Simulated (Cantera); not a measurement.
Feed: 1 mol MgF2, 3.3 mol H2O, 71 mol N2.

Cantera equilibrium calculation (NASA polynomials, part measured and part estimated; ideal gas, pure solids and liquids). Candidate condensed phases: H2O, Mg, MgF2, MgO, Mg(OH)2; 50 gas species. Mutual solubility and eutectic melting of coexisting phases are not modelled. Equilibrium is a limit: real reactors are often held back by kinetics, nucleation or transport.

### Question
What condenses at these points (T in K, P in Pa): (1150, 3200); (1200, 0.56); (1050, 100000); (1350, 100); (1050, 100)?

### Answer
```csv
T (K),P in Pa,condensed phases,Mg condensed (%)
1150,3200,MgF2 + MgO,100.0
1200,0.56,MgO,100.0
1050,100000,MgF2 + MgO,100.0
1350,100,MgO,100.0
1050,100,MgO,100.0
```
